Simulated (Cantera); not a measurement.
Feed: 1 mol CH₃F, 0.034 mol H₂, at 2575 K.

Method: chemical equilibrium by Gibbs-energy minimisation in Cantera with the NASA 1993 tables (ideal gas, pure condensed phases). Candidate condensed phases: C, C₆H₆, C₇H₈, C₈H₁₈; 95 gas species. The numbers say what is thermodynamically allowed, not how fast it happens.

Problem. Which condensed phases are stable at each of these points (P (Pa)): 1, 4.20, 18, 75, 320, 1300, 5600, 24000, 100000?

Solution. 
```
P (Pa)  condensed phases  C condensed (%)
------  ----------------  ---------------
1               gas only              0.0
4.20         C(graphite)             56.5
18           C(graphite)             90.1
75           C(graphite)             96.6
320          C(graphite)             97.5
1300         C(graphite)             97.4
5600         C(graphite)             97.2
24000        C(graphite)             97.1
100000       C(graphite)             97.0
```

At 1.00 Pa nothing is condensed. From 4.20 Pa to 100000 Pa the condensed part is C(graphite).
